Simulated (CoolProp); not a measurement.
Vapour-liquid equilibrium of ethane (1) + hydrogen chloride (2) at 0.565 bar; x and y are mole fractions of (1).

The numbers come from the multi-fluid Helmholtz-energy mixture model, Bücker 2006 and Thol 2018; pair parameters Bell 2016 in CoolProp.

```json
[
 {"x": "0.05", "bubble temperature, mixture model (K)": "[?]", "bubble temperature, Raoult's law (K)": "178.3", "y, mixture model": "[?]", "y, Raoult's law": "0.063"},
 {"x": "0.2", "bubble temperature, mixture model (K)": "169.7", "bubble temperature, Raoult's law (K)": "177.6", "y, mixture model": "[?]", "y, Raoult's law": "0.242"},
 {"x": "0.35", "bubble temperature, mixture model (K)": "169.2", "bubble temperature, Raoult's law (K)": "177.0", "y, mixture model": "0.542", "y, Raoult's law": "0.409"},
 {"x": "0.5", "bubble temperature, mixture model (K)": "169.1", "bubble temperature, Raoult's law (K)": "176.4", "y, mixture model": "[?]", "y, Raoult's law": "0.563"},
 {"x": "0.65", "bubble temperature, mixture model (K)": "169.1", "bubble temperature, Raoult's law (K)": "175.8", "y, mixture model": "[?]", "y, Raoult's law": "0.706"},
 {"x": "0.8", "bubble temperature, mixture model (K)": "169.7", "bubble temperature, Raoult's law (K)": "175.2", "y, mixture model": "[?]", "y, Raoult's law": "0.839"},
 {"x": "0.95", "bubble temperature, mixture model (K)": "[?]", "bubble temperature, Raoult's law (K)": "174.6", "y, mixture model": "[?]", "y, Raoult's law": "0.961"}
]
```

Problem. Some entries are withheld; supply them.

Solution. 
- 0.05, bubble temperature, mixture model (K): 174.0
- 0.05, y, mixture model: 0.286
- 0.2, y, mixture model: 0.509
- 0.5, y, mixture model: 0.550
- 0.65, y, mixture model: 0.571
- 0.8, y, mixture model: 0.637
- 0.95, bubble temperature, mixture model (K): 172.4
- 0.95, y, mixture model: 0.844

The largest gap from Raoult's law is -7.9 K in bubble temperature, at x = 0.2. y crosses x between x = 0.5 and 0.65: the model has an azeotrope there.

Pair parameters are fitted to limited data, so mixtures are less certain than the pure fluids.
